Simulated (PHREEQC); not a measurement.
A solution holds 0.0024 mol/kgw CdI2, at 25 °C. Closed to the air; pH follows from the charge balance.

Computed with PHREEQC (ion-association model, wateq4f.dat).

No solid was allowed to form.

Task: Order these I species by the share of I that they hold, largest first: I-, CdI+, CdI2.

Result: I- (83 %), CdI+ (14 %), CdI2 (2.6 %)

Task: Order these Cd species by the share of Cd that they hold, largest first: CdI2, CdI+, Cd+2.

Result: Cd+2 (69 %), CdI+ (28 %), CdI2 (2.6 %)

The pH is 6.47 and the ionic strength 0.00565 mol/kgw. Species that the database lacks are ignored.
